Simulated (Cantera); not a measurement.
Feed: 1 mol CF4, 0.82 mol F2, 1 mol H2, held at 1602 °C and 1.65 Torr.

Cantera equilibrium calculation (NASA polynomials, part measured and part estimated; ideal gas, pure solids and liquids). Candidate condensed phases: C, C6H6, C7H8, C8H18; 95 gas species. Gases not in the tables: C2F6 and larger saturated fluorocarbons. Equilibrium is a limit: real reactors are often held back by kinetics, nucleation or transport.

Base state: HF 0.661, CF4 0.273, CF2 0.0411, F 0.0226, CF3 0.00205, CF 5.41e-5 (mole fractions); condensed: C(graphite).

Q: What changes in the equilibrium state with this change: H2 from 1 to 0.087 mol?

A: 
```tsv
species	before	after
F	0.0226	0.555
CF4	0.273	0.378
HF	0.661	0.0659
CF2	0.0411	9.39e-5
CF	5.41e-5	5.02e-9
CF3	0.00205	0.000116
C(graphite), mol	0.0432	0
```
